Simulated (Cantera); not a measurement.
An adiabatic, constant-pressure homogeneous reactor starts with C3H8 : O2 : N2 = 1 : 2.94 : 11.1 (molar parts), at 1775 K and 1.00 atm. Integrator tolerance rtol = 1e-08.

Cantera simulation using GRI-Mech 3.0 (53 species, 325 reactions); the numbers are that mechanism's predictions, not measurements. GRI-Mech 3.0 was tuned for natural gas; its chemistry of propane as a main component is partial and can be far from experiment.

Problem. What does this change do: N2 11.1 to 31 parts?

Solution. 
| quantity | before | after |
|---|---|---|
| time of steepest temperature rise | 16.6 µs | 28.7 µs |
| temperature at 0.300 s | 2829 K | 2418 K |
| equilibrium temperature | 2829 K | 2418 K |
| x(C3H8) at 0.300 s | <1e-12 (gas-phase equilibrium <1e-12) | <1e-12 (gas-phase equilibrium <1e-12) |
| x(O2) at 0.300 s | 0.00106 (gas-phase equilibrium 0.00106) | 2.96e-5 (gas-phase equilibrium 2.96e-5) |
| x(NO) at 0.300 s | 0.00238 (gas-phase equilibrium 0.00238) | 0.000240 (gas-phase equilibrium 0.000240) |
| x(C2H6) at 0.300 s | <1e-12 (gas-phase equilibrium <1e-12) | <1e-12 (gas-phase equilibrium <1e-12) |
| x(H2O) at 0.300 s | 0.113 (gas-phase equilibrium 0.113) | 0.0595 (gas-phase equilibrium 0.0595) |

Problem. What does this change do: constant volume in place of constant pressure?

Solution. 
```csv
quantity,before,after
time of steepest temperature rise,16.6 µs,13.8 µs
temperature at 0.300 s,2829 K,3035 K
equilibrium temperature,2829 K,3035 K
x(C3H8) at 0.300 s,<1e-12 (gas-phase equilibrium <1e-12),<1e-12 (gas-phase equilibrium <1e-12)
x(O2) at 0.300 s,0.00106 (gas-phase equilibrium 0.00106),0.00184 (gas-phase equilibrium 0.00184)
x(NO) at 0.300 s,0.00238 (gas-phase equilibrium 0.00238),0.00406 (gas-phase equilibrium 0.00406)
x(C2H6) at 0.300 s,<1e-12 (gas-phase equilibrium <1e-12),<1e-12 (gas-phase equilibrium <1e-12)
x(H2O) at 0.300 s,0.113 (gas-phase equilibrium 0.113),0.105 (gas-phase equilibrium 0.105)
```
Above 3000 K some thermodynamic fits are extrapolated.
